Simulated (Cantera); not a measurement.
Input: 1 mol SiH4, 0.25 mol C2H2, 170 mol H2, equilibrated at 2227 °C and 0.690 bar.

Equilibrium computed with Cantera from the NASA thermochemical tables; the gas is ideal and each condensed phase is pure. Candidate condensed phases: C, C6H6, C7H8, C8H18, Si, SiC; 87 gas species. Gases not in the tables: Si2H6 and higher silanes. Equilibrium is a limit: real reactors are often held back by kinetics, nucleation or transport.

Base state: H2 0.964, H 0.0297, Si 0.00352, C2H2 (acetylene) 0.00112, SiH 0.000758, SiH2 0.000504, Si2C 0.000352, SiC2 9.79e-5 (mole fractions); condensed: gas only.

Task: What changes in the equilibrium state with this change: SiH4 replaced by Si(CH3)4?

Result: 
```tsv
species	before	after
H2	0.964	0.957
H	0.0297	0.0296
C2H2 (acetylene)	0.00112	0.0104
Si	0.00352	0.00165
C4H2	5.36e-7	4.62e-5
C2H	2.48e-6	2.30e-5
Si2	4.80e-5	1.05e-5
C(graphite), mol	0	0.0827
SiC(s), mol	0	0.433
```

Task: What changes in the equilibrium state with this change: pressure from 0.690 bar to 0.130 bar?

Result: 
```csv
species,before,after
H2,0.964,0.926
H,0.0297,0.0671
Si,0.00352,0.00462
CH4,3.15e-5,5.74e-6
SiH2,0.000504,0.000120
Si2,4.80e-5,1.56e-5
```

Task: What changes in the equilibrium state with this change: temperature from 2227 °C to 677 °C?

Result: 
```csv
species,before,after
H2,0.964,1.000
CH4,3.15e-5,2.84e-5
H,0.0297,<1e-9
Si,0.00352,<1e-9
C2H2 (acetylene),0.00112,<1e-9
SiH,0.000758,<1e-9
SiH2,0.000504,<1e-9
Si2C,0.000352,<1e-9
SiC2,9.79e-5,<1e-9
"Si(s), mol",0,0.505
"SiC(s), mol",0,0.495
```
